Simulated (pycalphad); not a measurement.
All values are pycalphad results on the COST 507 light-alloy database (1999) (1 atm), not direct measurements. The database dates from 1999; later assessments differ in places, in temperatures and in the compounds included. Phase fractions are per mole of atoms.

Q: Give the equilibrium state of Sn-33.8Si (at.%) at 967 °C.

A: 
```
T = 1240.00 K, P = 101325 Pa, N = 1 mol of atoms
G = -78949 J/mol, H = 31677 J/mol, S = 89.21 J/(mol K)  (SER reference)
chemical potentials (J/mol): Sn -97583, Si -42453
phase             fraction      x(Sn)      x(Si)
LIQUID              0.6786     0.9756     0.0244
DIAMOND_A4          0.3214    3.8e-07     1.0000
```

DIAMOND_A4 is diamond (Si).
